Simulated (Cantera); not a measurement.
An isothermal, constant-pressure homogeneous reactor starts with CH4 : N2 = 1 : 5.2 (molar parts), at 1225 K and 100000 Pa. Integrator tolerance rtol = 1e-08.

Computed with Cantera and GRI-Mech 3.0 (53 species, 325 reactions). GRI-Mech 3.0 stops at C3 and has no aromatics, soot or wall deposition, so with more carbon than oxygen in the feed, carbon stays in small species such as C2H2 where larger ones or solid carbon would form.

What does this change do: temperature 1225 to 1500 K?


```tsv
quantity	before	after
x(CH4) at 70.0 s	0.153 (gas-phase equilibrium 0.0865)	0.0164 (gas-phase equilibrium 0.0119)
x(H2) at 70.0 s	0.0104 (gas-phase equilibrium 0.0909)	0.185 (gas-phase equilibrium 0.192)
x(CH2) at 70.0 s	<1e-12 (gas-phase equilibrium <1e-12)	4.67e-10 (gas-phase equilibrium 3.28e-10)
x(C2H) at 70.0 s	<1e-12 (gas-phase equilibrium 2.31e-12)	4.62e-9 (gas-phase equilibrium 2.15e-9)
x(H) at 70.0 s	6.97e-9 (gas-phase equilibrium 9.46e-8)	7.62e-6 (gas-phase equilibrium 7.76e-6)
```

What does this change do: temperature 1225 to 1673 K?


| quantity | before | after |
|---|---|---|
| x(CH4) at 70.0 s | 0.153 (gas-phase equilibrium 0.0865) | 0.00377 (gas-phase equilibrium 0.00249) |
| x(H2) at 70.0 s | 0.0104 (gas-phase equilibrium 0.0909) | 0.203 (gas-phase equilibrium 0.205) |
| x(CH2) at 70.0 s | <1e-12 (gas-phase equilibrium <1e-12) | 4.99e-9 (gas-phase equilibrium 3.27e-9) |
| x(C2H) at 70.0 s | <1e-12 (gas-phase equilibrium 2.31e-12) | 8.36e-8 (gas-phase equilibrium 3.53e-8) |
| x(H) at 70.0 s | 6.97e-9 (gas-phase equilibrium 9.46e-8) | 5.16e-5 (gas-phase equilibrium 5.19e-5) |
